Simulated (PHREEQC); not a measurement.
0.3 g of hydrous ferric oxide (600 m²/g; 0.2 weak and 0.005 strong sites per Fe, Dzombak-Morel constants, diffuse double layer) in 1 kg of water with 0.005 mol/kgw of an inert sodium salt and 1.6 mmol/kgw NiCl2 and 0.0096 mmol/kgw CaCl2, at 25 °C; the pH is set by adding NaOH or the inert anion's acid. Oxygen is held at 0.21 atm. The system is closed to CO2. Precipitation was switched off in this run.

The numbers come from PHREEQC with the ion-association model, wateq4f.dat.

Predict Ni sorbed (%), surface charge σ (C/m²) at pH = 4.12, 5.62, 9.


```
pH    Ni sorbed (%)  surface charge σ (C/m²)
----  -------------  -----------------------
4.12            0.0                    0.202
5.62            1.1                    0.071
9              23.4                    0.035
```

Along this series the solution becomes supersaturated in solids that the run did not let form, among them Ni(OH)2. The oxide is taken as insoluble; below pH 4 it would dissolve.
